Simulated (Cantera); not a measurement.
An adiabatic, constant-pressure homogeneous reactor starts with 6.43 % CH3OH, 19.7 % O2, 73.9 % N2, equivalence ratio 0.49, at 1600 K and 2.70 bar.

Cantera simulation using GRI-Mech 3.0 (53 species, 325 reactions); the numbers are that mechanism's predictions, not measurements. GRI-Mech 3.0 was tuned for natural gas; its chemistry of methanol as a main component is partial and can be far from experiment.

Predict: time of steepest temperature rise; temperature at 1.00 s; equilibrium temperature; x(O2) at 1.00 s; x(H2O) at 1.00 s; x(HCO) at 1.00 s.


```json
{
  "time_of_steepest_temperature_rise": "53.3 µs",
  "temperature at 1.00 s": "2518 K",
  "equilibrium_temperature": "2518 K",
  "x(O2) at 1.00 s": "0.0884 (gas-phase equilibrium 0.0884)",
  "x(H2O) at 1.00 s": "0.116 (gas-phase equilibrium 0.116)",
  "x(HCO) at 1.00 s": "1.17e-9 (gas-phase equilibrium 1.17e-9)"
}
```
